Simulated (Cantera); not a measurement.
What does this Cantera script print?

```python
import numpy as np
import cantera as ct

gas_names = """
    CL CL2 N N2 Ti TiCL TiCL2 TiCL3 TiCL4
""".split()
cond_names = """
    Ti(a) Ti(b) Ti(L) TiCL2(s) TiCL3(s) TiCL4(L) TiN(s) TiN(L)
""".split()


def load(file, names, dense=False):
    # The tables refer to 1 bar. Condensed volumes are neglected.
    table = {s.name: s for s in ct.Species.list_from_file(file)}
    out = []
    for n in names:
        d = dict(table[n].input_data)
        d["thermo"] = dict(d["thermo"], **{"reference-pressure": 1e5})
        if dense:
            d["equation-of-state"] = {"model": "constant-volume", "density": "1e6 g/cm^3"}
        out.append(ct.Species.from_dict(d))
    return out


gas = ct.Solution(thermo="ideal-gas", species=load("nasa_gas.yaml", gas_names))
cond = {s.name: ct.Solution(thermo="fixed-stoichiometry", species=[s], name=s.name)
        for s in load("nasa_condensed.yaml", cond_names, dense=True)}
atoms = {
    'TiN': {'Ti': 1, 'N': 1},
    'Cl2': {'CL': 2},
    'N2': {'N': 2},
}
top_T = {'TiCL2(s)': 1300, 'TiCL3(s)': 1000}  # K; cautious upper limits of use, not melting points


def equilibrate(T, P, feed):
    n = {}
    for name, mol in feed.items():
        for a, k in atoms[name].items():
            n[a] = n.get(a, 0.0) + k * mol
    gas.TPX = T, P, n
    mass = sum(n.values()) * gas.mean_molecular_weight
    gas.equilibrate("TP")
    valid = [c for c in cond.values() if c.min_temp <= T <= top_T.get(c.name, c.max_temp)]
    mix = ct.Mixture([(gas, mass / gas.mean_molecular_weight)] + [(c, 0.0) for c in valid])
    mix.T, mix.P = T, P
    mix.equilibrate("TP", solver="vcs", rtol=1e-11, max_steps=5000)
    return mix


results = []
feed = {'TiN': 1, 'Cl2': 3.3, 'N2': 4.6}  # mol
P = 20  # Pa
for T in [725, 800, 875, 950, 1025, 1100, 1175, 1250, 1325, 1400, 1475, 1550, 1625]:
    mix = equilibrate(T, P, feed)
    results.append((T, P, feed, dict(zip(mix.species_names, mix.species_moles))))

top = {s: max(r[3][s] / sum(r[3][g] for g in gas_names) for r in results) for s in gas_names}
cols = sorted((s for s in top if top[s] > 1e-06), key=lambda s: -top[s])[:6]
seen = [c for c in cond_names if any(r[3].get(c, 0) > 1e-12 for r in results)]
print("log10 of partial pressures in bar; condensed amounts in mol")
print(f"{'T/K':>10s}" + "".join(f"{s[:9]:>10s}" for s in cols + seen))
for T, P, feed, n in results:
    ng = sum(n[g] for g in gas_names)
    print(f"{T:10.4g}" + "".join(f"{np.log10(max(n[s] / ng * P / 1e5, 1e-99)):10.3f}" for s in cols)
          + "".join(f"{n.get(c, 0):10.4g}" for c in seen))
```

It prints:

```
log10 of partial pressures in bar; condensed amounts in mol
       T/K        N2        CL       CL2     TiCL4     TiCL3     TiCL2
       725    -3.861    -8.090    -4.454    -4.568   -14.696   -30.440
       800    -3.861    -7.256    -4.455    -4.568   -13.194   -26.907
       875    -3.861    -6.565    -4.456    -4.568   -11.951   -23.981
       950    -3.862    -5.983    -4.462    -4.569   -10.904   -21.517
      1025    -3.864    -5.491    -4.478    -4.572   -10.006   -19.405
      1100    -3.870    -5.079    -4.519    -4.577    -9.222   -17.560
      1175    -3.881    -4.746    -4.609    -4.588    -8.517   -15.904
      1250    -3.897    -4.499    -4.782    -4.604    -7.857   -14.361
      1325    -3.913    -4.345    -5.067    -4.621    -7.210   -12.866
      1400    -3.924    -4.269    -5.445    -4.636    -6.570   -11.407
      1475    -3.930    -4.235    -5.855    -4.659    -5.969   -10.036
      1550    -3.937    -4.213    -6.242    -4.717    -5.458    -8.822
      1625    -3.949    -4.186    -6.582    -4.858    -5.087    -7.818
```

Method: chemical equilibrium by Gibbs-energy minimisation in Cantera with the NASA 1993 tables (ideal gas, pure condensed phases). The tables' values for TiCl2 are old estimates; treat these amounts as uncertain.
